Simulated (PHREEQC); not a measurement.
Solution (25 °C): 34 mmol/kgw NH4HF2, 12 mmol/kgw (NH4)2SiF6, 0.18 mmol/kgw H3BO3 and 0.16 mmol/kgw H2SO4. It is in equilibrium with CO2 at log p = -1 (atm). Otherwise closed; pH follows from the charge balance.

Equilibrium calculation in PHREEQC: ion-association model, wateq4f.dat.

| quantity | before | after |
|---|---|---|
| pH | 3.14 | 3.10 |
| ionic strength (mol/kgw) | 0.0709 | 0.0364 |
| F- (mol/kgw) | 0.0312 | 0.00186 |
| HF (mol/kgw) | 0.0261 | 0.00184 |
| HF2- (mol/kgw) | 0.00318 | 1.32e-5 |
| H2F2 (mol/kgw) | 0.00181 | 8.86e-6 |

Name the change that produced these shifts.
A) (NH4)2SiF6 replaced by HF at the same molality
B) NH4HF2 left out
C) (NH4)2SiF6 from 0.012 to 0.006 mol/kgw
D) H3BO3 left out
E) H3BO3 from 0.00018 to 1.8e-05 mol/kgw

B, NH4HF2 left out

No solid was allowed to form. Some of these states are supersaturated (in Quartz (slow to form), Chalcedony (slow to form), for instance). SiF6-2 is the database's only silicon fluoride. Real BF4- forms and hydrolyses slowly; the run takes it at equilibrium.
